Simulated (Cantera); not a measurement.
# SiCl₄ + Cl₂ + N₂ (silicon epitaxy and polysilicon growth)

A closed system holds: 1 mol SiCl₄, 0.42 mol Cl₂, 23 mol N₂, at 1475 K.

Method: chemical equilibrium by Gibbs-energy minimisation in Cantera with the NASA 1993 tables (ideal gas, pure condensed phases). Candidate condensed phases: Si, Si₃N₄; 13 gas species. The tables' values for SiCl₃ are old estimates; treat these amounts as uncertain. The numbers say what is thermodynamically allowed, not how fast it happens.

```
P (Pa)   x N₂  x SiCl₄     x Cl     x Cl₂   x SiCl₃   x SiCl₂
------  -----  -------  -------  --------  --------  --------
100     0.925   0.0389   0.0343  0.000484   0.00120  0.000125
300     0.927   0.0398   0.0318   0.00125  0.000439   1.65e-5
880     0.928   0.0402   0.0283   0.00290  0.000170   2.45e-6
2600    0.931   0.0404   0.0229   0.00561   7.16e-5   4.31e-7
7700    0.934   0.0406   0.0166   0.00877   3.34e-5   9.35e-8
23000   0.937   0.0407   0.0111    0.0116   1.69e-5   2.38e-8
68000   0.939   0.0408  0.00698    0.0137   9.05e-6   6.83e-9
200000  0.940   0.0409  0.00427    0.0150   5.04e-6   2.11e-9
```
x: gas mole fraction; nothing condenses.

From 0.750 Torr to 1500 Torr nothing is condensed. The main Si-bearing gas is SiCl₄ throughout.
